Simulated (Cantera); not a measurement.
Charge: 1 mol Ti, 0.11 mol CO₂, 170 mol H₂, equilibrated at 1800 K and 0.100 bar.

These are equilibrium values from Cantera (NASA tables, ideal gas, pure condensed phases), not measurements of a reactor. Candidate condensed phases: C, C₆H₆, C₇H₈, C₈H₁₈, H₂O, Ti, TiC, TiO, TiO₂, Ti₂O₃, Ti₃O₅, Ti₄O₇; 113 gas species. Mutual solubility and eutectic melting of coexisting phases are not modelled. TiC, TiO: taken at fixed stoichiometry. Condensed phases not in the tables: solid solutions among these carbides, nitrides and lower oxides, N, O or C dissolved in the metal. Equilibrium is a limit: real reactors are often held back by kinetics, nucleation or transport.

Base state: H₂ 0.999, H 0.00113 (mole fractions); condensed: Ti(β) + TiC(s) + TiO(s).

What changes in the equilibrium state with this change: CO₂ from 0.11 to 26 mol?


```tsv
species	before	after
H₂	0.999	0.749
CO	1.73e-7	0.127
H₂O	2.34e-7	0.117
CO₂	<1e-9	0.00521
OH	<1e-9	1.01e-5
H	0.00113	0.000980
Ti(β), mol	0.669	0
TiC(s), mol	0.110	0
TiO(s), mol	0.220	0
TiO₂(rutile), mol	0	1.000
```
Gases not in the tables: TiO(OH)₂.

What changes in the equilibrium state with this change: pressure from 0.100 bar to 4.80 bar?


```
species       before     after
-----------  -------  --------
H₂             0.999     1.000
H            0.00113  0.000163
Ti(β), mol     0.669     0.670
TiC(s), mol    0.110     0.110
TiO(s), mol    0.220     0.220
```
